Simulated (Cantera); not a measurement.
A closed system holds: 1 mol Si3N4, 0.0055 mol C, 0.029 mol H2, held at 2823.15 K and 0.173 Torr.

Equilibrium computed with Cantera from the NASA thermochemical tables; the gas is ideal and each condensed phase is pure. Candidate condensed phases: C, C6H6, C7H8, C8H18, Si, SiC, Si3N4; 105 gas species. The tables' values for SiN are old estimates; treat these amounts as uncertain. Rates play no part.

Base state: Si 0.592, N2 0.395, H 0.0114, CN 0.000531, C 0.000427, SiN 0.000370, N 0.000172, Si2 8.12e-5 (mole fractions); condensed: gas only.

What changes in the equilibrium state with this change: H2 from 0.029 to 4.7 mol?


```
species   before    after
-------  -------  -------
H         0.0114    0.637
Si         0.592    0.211
N2         0.395    0.140
H2       3.83e-6   0.0118
SiH      3.00e-6  5.93e-5
Si2C     1.47e-5  8.45e-7
HCN      2.06e-6  3.11e-5
SiC2     4.66e-5  3.44e-6
Si2      8.12e-5  1.03e-5
```
